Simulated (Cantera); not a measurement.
Cantera run:

```python
import numpy as np
import cantera as ct

gas_names = """
    CL CL2 H HCL H2 Si SiCL SiCL2 SiCL3 SiCL4 SiH SiHCL3 SiH2 SiH2CL2 SiH3 SiH3CL SiH4 Si2 Si3
""".split()
cond_names = """
    Si(cr) Si(L)
""".split()


# ... load() reads the species with a 1 bar reference pressure and builds the phases ...
atoms = {
    'SiCl4': {'Si': 1, 'CL': 4},
    'Cl2': {'CL': 2},
    'H2': {'H': 2},
}
top_T = {}  # K; cautious upper limits of use, not melting points


# ... equilibrate(T, P, feed) seeds the gas with the atoms and calls Mixture.equilibrate('TP', solver="vcs", rtol=1e-11, max_steps=5000) ...
results = []
feed = {'SiCl4': 1, 'Cl2': 0.53, 'H2': 13}  # mol
T = 1673.15  # K
for P in [10000, 26000, 67000, 170000, 450000, 1200000, 3000000]:
    mix = equilibrate(T, P, feed)
    results.append((T, P, feed, dict(zip(mix.species_names, mix.species_moles))))
    x = sorted(zip(gas.X, gas.species_names), reverse=True)
    print(f"T = {T:g} K  P = {P:g} Pa  gas = {mix.phase_moles(0):.4g} mol")
    print("   x: " + "  ".join(f"{s} {v:.3e}" for v, s in x if v > 0.001))
    print("   condensed (mol): " + ("  ".join(f"{mix.phase(i).name} {mix.phase_moles(i):.4g}"
          for i in range(1, mix.n_phases) if mix.phase_moles(i) > 1e-12) or "none"))
```

Result:

```
T = 1673.15 K  P = 10000 Pa  gas = 15.49 mol
   x: H2 7.428e-01  HCL 1.922e-01  SiCL2 5.972e-02  SiCL3 3.882e-03
   condensed (mol): none
T = 1673.15 K  P = 26000 Pa  gas = 15.45 mol
   x: H2 7.462e-01  HCL 1.888e-01  SiCL2 5.664e-02  SiCL3 5.818e-03  SiCL4 1.246e-03
   condensed (mol): none
T = 1673.15 K  P = 67000 Pa  gas = 15.39 mol
   x: H2 7.518e-01  HCL 1.831e-01  SiCL2 5.171e-02  SiCL3 8.237e-03  SiCL4 2.736e-03  SiHCL3 2.016e-03
   condensed (mol): none
T = 1673.15 K  P = 170000 Pa  gas = 15.29 mol
   x: H2 7.601e-01  HCL 1.745e-01  SiCL2 4.452e-02  SiCL3 1.071e-02  SiCL4 5.368e-03  SiHCL3 4.197e-03
   condensed (mol): none
T = 1673.15 K  P = 450000 Pa  gas = 15.15 mol
   x: H2 7.715e-01  HCL 1.625e-01  SiCL2 3.469e-02  SiCL3 1.255e-02  SiCL4 9.462e-03  SiHCL3 8.063e-03  SiH2CL2 1.185e-03
   condensed (mol): none
T = 1673.15 K  P = 1.2e+06 Pa  gas = 14.98 mol
   x: H2 7.839e-01  HCL 1.493e-01  SiCL2 2.376e-02  SiCL4 1.436e-02  SiHCL3 1.353e-02  SiCL3 1.279e-02  SiH2CL2 2.199e-03
   condensed (mol): none
T = 1673.15 K  P = 3e+06 Pa  gas = 14.83 mol
   x: H2 7.940e-01  HCL 1.386e-01  SiHCL3 1.921e-02  SiCL4 1.868e-02  SiCL2 1.454e-02  SiCL3 1.141e-02  SiH2CL2 3.407e-03
   condensed (mol): none
```

Cantera equilibrium calculation (NASA polynomials, part measured and part estimated; ideal gas, pure solids and liquids). The tables' values for SiCl3, SiCl are old estimates; treat these amounts as uncertain.
